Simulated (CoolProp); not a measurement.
A simple Rankine cycle with isohexane: condensing at 293.15 K, boiler at 1.12 MPa, turbine inlet 439.9 K, turbine efficiency 0.8, pump efficiency 0.7, no recuperator. Each further row changes one setting.

Computed with CoolProp (reference Helmholtz-energy equation of state, Lemmon 2006). It is a short technical equation, of lower accuracy than the large ones.

```csv
case,thermal efficiency (%),net work (kJ/kg),heat in (kJ/kg),turbine exit temperature (K),volume ratio over the turbine
as stated,17.9,108,602,371.9,54.6
turbine inlet 459.9 K,17.7,116,655,393.8,52.1
condensing temperature 285.15 K,19.0,118,620,366.9,77.0
boiler pressure 0.784 MPa,16.7,103,617,381.6,35.1
turbine efficiency 0.7,15.7,94.3,602,378.7,55.6
```
